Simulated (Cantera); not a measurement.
An adiabatic, constant-volume homogeneous reactor starts with C₃H₈ : O₂ : N₂ = 1 : 5.1 : 13.4 (molar parts), equivalence ratio 0.98, at 1625 K and 14.0 bar.

Cantera simulation using GRI-Mech 3.0 (53 species, 325 reactions); the numbers are that mechanism's predictions, not measurements. GRI-Mech 3.0 was tuned for natural gas; its chemistry of propane as a main component is partial and can be far from experiment. The pressure lies above the range GRI-Mech 3.0 was tuned for (to about 10 atm). Above 3000 K some thermodynamic fits are extrapolated.

### Question
Predict: time of steepest temperature rise; temperature at 0.900 s; equilibrium temperature; x(O₂) at 0.900 s; x(NO₂) at 0.900 s; x(H₂) at 0.900 s; x(NO) at 0.900 s.

### Answer
time of steepest temperature rise: 3.89 µs
temperature at 0.900 s: 3372 K
equilibrium temperature: 3372 K
x(O₂) at 0.900 s: 0.0287 (gas-phase equilibrium 0.0287)
x(NO₂) at 0.900 s: 2.23e-5 (gas-phase equilibrium 2.23e-5)
x(H₂) at 0.900 s: 0.0199 (gas-phase equilibrium 0.0199)
x(NO) at 0.900 s: 0.0230 (gas-phase equilibrium 0.0230)
